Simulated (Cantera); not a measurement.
**Premixed flame**

A freely propagating, adiabatic, planar premixed flame of 29.2 % H2, 16.0 % O2, 48.1 % N2, 6.71 % H2O, equivalence ratio 0.91, unburnt at 425 K and 0.250 bar; mixture-averaged transport, grid criteria slope 0.08 and curve 0.16, no radiation.

Computed with Cantera and the H2/O2 subset of GRI-Mech 3.0, which has no nitrogen chemistry. Burning velocities carry a grid error of a few per cent, more on coarse grids.

| z (mm) | T (K) | u (m/s) | x H2 | x O2 | x OH | x HO2 | x H | x H2O |
|---|---|---|---|---|---|---|---|---|
| -6.62 | 425 | 3.79 | 0.292 | 0.160 | <1e-8 | <1e-8 | <1e-8 | 0.0671 |
| -4.41 | 425 | 3.79 | 0.292 | 0.160 | <1e-8 | <1e-8 | <1e-8 | 0.0671 |
| -3.31 | 425 | 3.79 | 0.292 | 0.160 | <1e-8 | <1e-8 | <1e-8 | 0.0671 |
| -2.21 | 425 | 3.79 | 0.292 | 0.160 | <1e-8 | 1.78e-8 | <1e-8 | 0.0671 |
| -1.10 | 429 | 3.82 | 0.289 | 0.161 | 4.15e-6 | 5.52e-5 | 7.12e-6 | 0.0674 |
| -0.552 | 622 | 5.41 | 0.260 | 0.158 | 0.000812 | 0.000156 | 0.00359 | 0.0835 |
| 0 | 1088 | 9.12 | 0.153 | 0.121 | 0.00266 | 4.69e-5 | 0.0365 | 0.172 |
| 0.552 | 1397 | 11.6 | 0.0609 | 0.0603 | 0.00905 | 1.86e-5 | 0.0610 | 0.278 |
| 1.10 | 1538 | 12.7 | 0.0460 | 0.0460 | 0.0127 | 1.22e-5 | 0.0565 | 0.303 |
| 2.21 | 1689 | 13.8 | 0.0443 | 0.0410 | 0.0158 | 8.90e-6 | 0.0442 | 0.315 |
| 4.41 | 1847 | 14.9 | 0.0418 | 0.0367 | 0.0182 | 6.37e-6 | 0.0318 | 0.328 |
| 8.83 | 2000 | 15.9 | 0.0369 | 0.0324 | 0.0194 | 4.40e-6 | 0.0210 | 0.343 |
| 17.7 | 2140 | 16.8 | 0.0302 | 0.0283 | 0.0189 | 3.06e-6 | 0.0126 | 0.359 |
x: mole fraction of selected species; z is measured from the peak of heat release.

```
Quantity                     Value
------------------------  --------
laminar burning velocity  379 cm/s
thermal thickness          2.21 mm
peak x(OH)                  0.0194
peak x(HO2)               0.000231
peak x(H)                   0.0612
grid points                    125
```
